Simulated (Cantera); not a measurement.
## Carbon deposition, reforming and gasification: CH4 + O2 + NH3

Charge: 1 mol CH4, a varied amount of O2, 0.36 mol NH3, equilibrated at 1873 K and 1.00 bar.

Equilibrium computed with Cantera from the NASA thermochemical tables; the gas is ideal and each condensed phase is pure. Candidate condensed phases: C, C6H6, C7H8, C8H18, H2O; 136 gas species. Rates play no part.

| n(O2) (mol) | log p H2 | log p H2O | log p CO | log p CO2 | log p N2 | n C(graphite) |
|---|---|---|---|---|---|---|
| 0.036 | -0.04 | -5.33 | -1.59 | -7.49 | -1.20 | 0.919 |
| 0.057 | -0.05 | -5.14 | -1.40 | -7.10 | -1.20 | 0.877 |
| 0.09 | -0.06 | -4.96 | -1.21 | -6.72 | -1.21 | 0.811 |
| 0.14 | -0.07 | -4.80 | -1.03 | -6.37 | -1.23 | 0.711 |
| 0.23 | -0.10 | -4.63 | -0.84 | -5.99 | -1.25 | 0.531 |
| 0.36 | -0.13 | -4.51 | -0.68 | -5.67 | -1.29 | 0.271 |
| 0.58 | -0.19 | -1.41 | -0.58 | -2.41 | -1.32 | 0 |
| 0.92 | -0.32 | -0.70 | -0.61 | -1.61 | -1.32 | 0 |
| 1.5 | -0.64 | -0.35 | -0.74 | -1.06 | -1.32 | 0 |
log p: log10 of the partial pressure in bar; n: condensed amount in mol.

From 0.036 mol O2 to 0.36 mol O2 the condensed part is C(graphite). From 0.58 mol O2 to 1.5 mol O2 nothing is condensed. The main C-bearing gas is CO throughout.
